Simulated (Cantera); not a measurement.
**Transport properties of process gases**

Gas mixture: 100 % H2O, at 1.01 bar, frozen composition.

Cantera's kinetic-theory transport with the Lennard-Jones parameters of GRI-Mech 3.0, ideal gas; thermal conductivity in the mixture-averaged form. Polar gases are described roughly by these parameters.

```
T (K)  ρ (kg/m³)  cp (J/kg/K)  μ (µPa s)  λ (mW/m/K)     Pr  D (cm²/s) CO2  D (cm²/s) CH3  D (cm²/s) NH3
-----  ---------  -----------  ---------  ----------  -----  -------------  -------------  -------------
400        0.549         1902       14.0        37.0  0.718          0.286          0.410          0.351
500        0.439         1955       17.7        48.2  0.718          0.445          0.626          0.555
600        0.366         2016       21.5        60.4  0.718          0.632          0.878          0.804
700        0.314         2082       25.2        73.4  0.716          0.847           1.16           1.10
800        0.274         2150       29.0        87.3  0.714           1.09           1.48           1.43
900        0.244         2220       32.6         102  0.712           1.35           1.82           1.80
1000       0.220         2292       36.2         117  0.712           1.63           2.19           2.20
1100       0.200         2366       39.8         132  0.713           1.94           2.59           2.64
```
D: mixture-averaged diffusion coefficient of that species in the mixture.
